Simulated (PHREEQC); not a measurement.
Consider water at 25 °C with 0.0095 mol/kgw CdSO4, 0.0002 mol/kgw NaOH and 0.00048 mol/kgw HCl. Closed to the air; pH follows from the charge balance.

Equilibrium calculation in PHREEQC: ion-association model, wateq4f.dat.

### Question
The ionic strength comes out as 0.0248 mol/kgw. What activity coefficients do Cd+2, Cd(SO4)2-2, Cl-, CdCl+, SO4-2 get?

### Answer
Cd+2 0.55, Cd(SO4)2-2 0.55, Cl- 0.86, CdCl+ 0.86, SO4-2 0.55.

This is a speciation only: nothing precipitates in the calculation.
